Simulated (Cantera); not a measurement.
A perfectly stirred reactor is fed with H2 : O2 : N2 = 0.076 : 1 : 0.12 (molar parts), equivalence ratio 0.038, at 0.0160 bar; it is held at 1250 K, and followed from long to short residence time.

Cantera simulation using GRI-Mech 3.0 (53 species, 325 reactions); the numbers are that mechanism's predictions, not measurements. Radical loss at walls, strong at low pressure, is not modelled. The temperature is held fixed by assumption; the heat of reaction is taken as removed at once.

### Question
What does this change do: H2 0.076 to 0.034 parts?

### Answer
```json
[
 {"quantity": "x(H2) at τ = 5.80 s", "before": "6.45e-5", "after": "3.23e-5"},
 {"quantity": "x(O2) at τ = 5.80 s", "before": "0.829", "after": "0.863"},
 {"quantity": "x(OH) at τ = 5.80 s", "before": "0.000803", "after": "0.000527"},
 {"quantity": "x(H2O2) at τ = 5.80 s", "before": "5.16e-8", "after": "2.65e-8"},
 {"quantity": "x(NO) at τ = 5.80 s", "before": "3.10e-8", "after": "2.49e-8"},
 {"quantity": "x(H2) at τ = 0.100 s", "before": "0.000744", "after": "0.000341"},
 {"quantity": "x(O2) at τ = 0.100 s", "before": "0.818", "after": "0.855"},
 {"quantity": "x(OH) at τ = 0.100 s", "before": "0.00288", "after": "0.00178"},
 {"quantity": "x(H2O2) at τ = 0.100 s", "before": "1.19e-7", "after": "5.82e-8"},
 {"quantity": "x(NO) at τ = 0.100 s", "before": "9.09e-8", "after": "3.69e-8"}
]
```

### Question
What does this change do: temperature 1250 to 1450 K?

### Answer
| quantity | before | after |
|---|---|---|
| x(H2) at τ = 5.80 s | 6.45e-5 | 7.01e-5 |
| x(O2) at τ = 5.80 s | 0.829 | 0.828 |
| x(OH) at τ = 5.80 s | 0.000803 | 0.00169 |
| x(H2O2) at τ = 5.80 s | 5.16e-8 | 1.82e-8 |
| x(NO) at τ = 5.80 s | 3.10e-8 | 2.76e-7 |
| x(H2) at τ = 0.100 s | 0.000744 | 0.000761 |
| x(O2) at τ = 0.100 s | 0.818 | 0.810 |
| x(OH) at τ = 0.100 s | 0.00288 | 0.00556 |
| x(H2O2) at τ = 0.100 s | 1.19e-7 | 5.32e-8 |
| x(NO) at τ = 0.100 s | 9.09e-8 | 2.45e-7 |
